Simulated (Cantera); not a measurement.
An isothermal, constant-pressure homogeneous reactor starts with H₂ : O₂ : N₂ = 0.89 : 1 : 0.88 (molar parts), equivalence ratio 0.45, at 1075 K and 81000 Pa.

Cantera simulation using GRI-Mech 3.0 (53 species, 325 reactions); the numbers are that mechanism's predictions, not measurements. The temperature is held fixed by assumption; the heat of reaction is taken as removed at once.

One state of this run: x H₂ = 0.00116; x O₂ = 0.239; x NO = 7.40e-8; x N₂O = 3.30e-8; x H₂O₂ = 7.49e-6; x H₂O = 0.381. x: mole fraction; the columns are a selection and need not sum to one.

### Question
Which value of t (s) does it belong to?
(A) 0.0473
(B) 0.00555
(C) 9.00e-6
(D) 1.17

### Answer
A, 0.0473
